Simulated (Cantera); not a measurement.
An adiabatic, constant-volume homogeneous reactor starts with CH₄ : C₂H₆ : C₃H₈ : O₂ : N₂ = 1 : 0.049 : 0.17 : 1.51 : 16.6 (molar parts), at 1573 K and 5850 Torr.

Detailed kinetics in Cantera: GRI-Mech 3.0 (53 species, 325 reactions). GRI-Mech 3.0 was tuned for natural gas; its chemistry of propane as a main component is partial and can be far from experiment.

x: mole fraction; the columns are a selection and need not sum to one.

```json
[
 {"t (s)": "7.00e-6", "T (K)": "1569", "P (bar)": "7.80", "x CH₄": "0.0508", "x C₂H₆": "0.00281", "x C₃H₈": "0.00721", "x NO": "1.84e-11", "x N₂O": "2.12e-9"},
 {"t (s)": "2.79e-5", "T (K)": "1592", "P (bar)": "7.97", "x CH₄": "0.0466", "x C₂H₆": "0.00350", "x C₃H₈": "0.00290", "x NO": "2.55e-10", "x N₂O": "1.48e-8"},
 {"t (s)": "0.000111", "T (K)": "2323", "P (bar)": "12.4", "x CH₄": "(withheld)", "x C₂H₆": "(withheld)", "x C₃H₈": "8.05e-11", "x NO": "(withheld)", "x N₂O": "(withheld)"},
 {"t (s)": "0.000442", "T (K)": "2317", "P (bar)": "12.5", "x CH₄": "0.000282", "x C₂H₆": "2.04e-8", "x C₃H₈": "<1e-12", "x NO": "7.41e-5", "x N₂O": "2.04e-8"},
 {"t (s)": "0.00176", "T (K)": "2315", "P (bar)": "12.5", "x CH₄": "9.00e-8", "x C₂H₆": "<1e-12", "x C₃H₈": "<1e-12", "x NO": "0.000105", "x N₂O": "2.19e-8"},
 {"t (s)": "0.00700", "T (K)": "2316", "P (bar)": "12.5", "x CH₄": "6.10e-10", "x C₂H₆": "<1e-12", "x C₃H₈": "<1e-12", "x NO": "3.65e-5", "x N₂O": "5.15e-9"},
 {"t (s)": "0.0279", "T (K)": "2316", "P (bar)": "12.5", "x CH₄": "5.81e-10", "x C₂H₆": "<1e-12", "x C₃H₈": "<1e-12", "x NO": "1.81e-5", "x N₂O": "3.47e-9"},
 {"t (s)": "0.111", "T (K)": "2316", "P (bar)": "12.5", "x CH₄": "5.80e-10", "x C₂H₆": "<1e-12", "x C₃H₈": "<1e-12", "x NO": "1.75e-5", "x N₂O": "3.43e-9"},
 {"t (s)": "0.442", "T (K)": "2316", "P (bar)": "12.5", "x CH₄": "5.80e-10", "x C₂H₆": "<1e-12", "x C₃H₈": "<1e-12", "x NO": "1.75e-5", "x N₂O": "3.43e-9"},
 {"t (s)": "1.76", "T (K)": "2316", "P (bar)": "12.5", "x CH₄": "5.80e-10", "x C₂H₆": "<1e-12", "x C₃H₈": "<1e-12", "x NO": "1.75e-5", "x N₂O": "3.43e-9"},
 {"t (s)": "7.00", "T (K)": "2316", "P (bar)": "12.5", "x CH₄": "5.80e-10", "x C₂H₆": "<1e-12", "x C₃H₈": "<1e-12", "x NO": "1.75e-5", "x N₂O": "3.43e-9"}
]
```

Q: Some entries are withheld; supply them.

A: 
- 0.000111, x CH₄: 0.00112
- 0.000111, x C₂H₆: 3.97e-7
- 0.000111, x NO: 1.86e-5
- 0.000111, x N₂O: 6.72e-9
